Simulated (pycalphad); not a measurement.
Computed with pycalphad from the COST 507 light-alloy database (1999), at 1 atm. These are 1990s assessments: newer ones move some temperatures and phases.

Question: Which phases does Cu-41 at.% Zn hold at 607 K, with what compositions and amounts?

Answer: fcc with 37.7 at.% Zn and ordered bcc (B2) with 44.9 at.% Zn. The lever rule gives (41 − 37.7)/(44.9 − 37.7) = 0.46 of ordered bcc (B2) and 0.54 of fcc.

Question: Which phases does Cu-76 at.% Zn hold at 992 K, with what compositions and amounts?

Answer: CUZN_GAMMA with 67.2 at.% Zn and liquid with 78.7 at.% Zn. The lever rule gives (76 − 67.2)/(78.7 − 67.2) = 0.77 of liquid and 0.23 of CUZN_GAMMA.

Question: Which phases does Cu-54 at.% Zn hold at 497 K, with what compositions and amounts?

Answer: ordered bcc (B2) with 50.3 at.% Zn and CUZN_GAMMA with 59.2 at.% Zn. The lever rule gives (54 − 50.3)/(59.2 − 50.3) = 0.42 of CUZN_GAMMA and 0.58 of ordered bcc (B2).

Question: Which phases does Cu-85 at.% Zn hold at 882 K, with what compositions and amounts?

Answer: bcc with 76.9 at.% Zn and liquid with 87.6 at.% Zn. The lever rule gives (85 − 76.9)/(87.6 − 76.9) = 0.75 of liquid and 0.25 of bcc.

Database names, with the compositions (at.%) that they take in these runs: CUZN_GAMMA: Zn 56-69 Cu 31-44.
